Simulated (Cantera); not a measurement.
An isothermal, constant-pressure homogeneous reactor starts with 0.631 % CO, 6.13 % O2, 0.418 % H2O, 92.8 % N2, equivalence ratio 0.052, at 900 K and 750 Torr.

Cantera simulation using GRI-Mech 3.0 (53 species, 325 reactions); the numbers are that mechanism's predictions, not measurements.

x: mole fraction; the columns are a selection and need not sum to one.

| t (s) | x CO | x O2 | x H2O | x NO2 | x H |
|---|---|---|---|---|---|
| 9.00e-6 | 0.00631 | 0.0613 | 0.00418 | <1e-12 | <1e-12 |
| 3.01e-5 | 0.00631 | 0.0613 | 0.00418 | <1e-12 | <1e-12 |
| 0.000101 | 0.00631 | 0.0613 | 0.00418 | <1e-12 | <1e-12 |
| 0.000338 | 0.00631 | 0.0613 | 0.00418 | <1e-12 | <1e-12 |
| 0.00113 | 0.00631 | 0.0613 | 0.00418 | <1e-12 | <1e-12 |
| 0.00379 | 0.00631 | 0.0613 | 0.00418 | <1e-12 | <1e-12 |
| 0.0127 | 0.00631 | 0.0613 | 0.00418 | <1e-12 | <1e-12 |
| 0.0424 | 0.00631 | 0.0613 | 0.00418 | <1e-12 | <1e-12 |
| 0.142 | 0.00631 | 0.0613 | 0.00418 | <1e-12 | 2.31e-12 |
| 0.476 | 0.00631 | 0.0613 | 0.00418 | <1e-12 | 1.61e-11 |
| 1.59 | 0.00629 | 0.0613 | 0.00418 | <1e-12 | 2.97e-10 |
| 5.33 | 0.00598 | 0.0611 | 0.00418 | <1e-12 | 9.19e-10 |
| 17.8 | … | 0.0606 | 0.00418 | 1.36e-11 | 8.07e-10 |
| 59.7 | … | 0.0594 | 0.00418 | 1.24e-10 | 3.95e-10 |
| 200 | … | 0.0585 | 0.00419 | 4.83e-10 | 4.48e-11 |

**Question.** What belongs in the gaps?

**Answer.** 
- 17.8, x CO: 0.00480
- 59.7, x CO: 0.00234
- 200, x CO: 0.000341
